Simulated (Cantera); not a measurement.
A Cantera script and what it prints.

```python
import numpy as np
import cantera as ct

gas_names = """
    H HO2 H2 H2O H2O2 O OH O2 O3 Si SiH SiH2 SiH3 SiH4 SiO SiO2 Si2 Si3
""".split()
cond_names = """
    H2O(s) H2O(L) Si(cr) Si(L) SiO2(Lqz) SiO2(hqz) SiO2(L)
""".split()


# ... load() reads the species with a 1 bar reference pressure and builds the phases ...
atoms = {
    'Si2H6': {'Si': 2, 'H': 6},
    'H2O': {'H': 2, 'O': 1},
    'H2': {'H': 2},
}
top_T = {}  # K; cautious upper limits of use, not melting points


# ... equilibrate(T, P, feed) seeds the gas with the atoms and calls Mixture.equilibrate('TP', solver="vcs", rtol=1e-11, max_steps=5000) ...
results = []
feed = {'Si2H6': 1, 'H2O': 0.29, 'H2': 0.36}  # mol
T = 1998.15  # K
P = 2300  # Pa
mix = equilibrate(T, P, feed)
results.append((T, P, feed, dict(zip(mix.species_names, mix.species_moles))))
print(gas.report(threshold=1e-06))
for i in range(1, mix.n_phases):
    print(f"{mix.phase(i).name:16s} {mix.phase_moles(i):12.5e} mol")
```

Result:

```
       temperature   1998.2 K
          pressure   2300 Pa
           density   0.00071127 kg/m^3
  mean mol. weight   5.1377 kg/kmol
   phase of matter   gas

                          1 kg             1 kmol
                     ---------------   ---------------
          enthalpy        9.5472e+06         4.905e+07  J
   internal energy        6.3135e+06        3.2437e+07  J
           entropy             44521        2.2874e+05  J/K
    Gibbs function       -7.9413e+07         -4.08e+08  J
 heat capacity c_p            6668.9             34263  J/K
 heat capacity c_v            5050.5             25948  J/K

                      mass frac. Y      mole frac. X     chem. pot. / RT
                     ---------------   ---------------   ---------------
                 H         0.0019867          0.010126            -11.67
                H2            0.3589           0.91463           -23.339
               H2O        3.7381e-06        1.0661e-06           -59.546
                Si          0.010126         0.0018523           -5.8809
               SiH         0.0010366        0.00018305            -17.55
              SiH2        0.00056301        9.6095e-05            -29.22
               SiO           0.62711          0.073086           -42.088
               Si2          0.000209        1.9117e-05           -11.762
               Si3        6.7278e-05        4.1025e-06           -17.643
     [   +9 minor]        4.6042e-07        7.5703e-08

Si(L)             1.70135e+00 mol
SiO2(L)           0.00000e+00 mol
```

Cantera equilibrium calculation (NASA polynomials, part measured and part estimated; ideal gas, pure solids and liquids). The feed counts by its element totals alone. Gases not in the tables: Si2H6 and higher silanes.
